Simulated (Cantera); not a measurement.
## Thermodynamics of roasting and sulfation, feed MgO + SO₂ + N₂

Feed: 1 mol MgO, 0.12 mol SO₂, 8.3 mol N₂, equilibrated at 1723.15 K and 31.5 Torr.

These are equilibrium values from Cantera (NASA tables, ideal gas, pure condensed phases), not measurements of a reactor. Candidate condensed phases: Mg, MgO, MgS, MgSO₄, S; 22 gas species. Rates play no part.

The x(N₂) is 0.986 and the x(SO₂) is 0.0141. The x(SO) is 0.000102 and the x(NO) is 4.20e-5. The x(O₂) is 2.96e-5. The x(O) is 1.51e-6. The n(MgO(s)) comes out as 1.000 mol, the gas amount comes out as 8.420 mol and the log10 activity of S(l) (absent) comes out as -5.88. The log10 activity of Mg(l) (absent) is -9.47.
